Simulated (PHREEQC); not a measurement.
## Spent oxide etchant: an equilibrium model

A solution holds 84 mmol/kgw HF, 5.4 mmol/kgw H2SiF6, 25 mmol/kgw H3PO4 and 14 mmol/kgw HCl, at 86 °C. Closed to the air; pH follows from the charge balance.

Model: ion-association model, wateq4f.dat, run in PHREEQC.

This is a speciation only: nothing precipitates in the calculation.

**Question.** Predict the pH, ionic strength.

**Answer.** pH 1.60; ionic strength 0.0350 mol/kgw.

**Question.** In which forms is F present?

**Answer.** HF 69 %, SiF6-2 28 %, H2F2 2.5 %, F- 0.7 % of the F.

H3PO4, which wateq4f.dat lacks, is added to it with the constant of phreeqc.dat. At this temperature some constants are extrapolated from 25 °C, and those without enthalpy data are left unchanged. SiF6-2 is the database's only silicon fluoride.
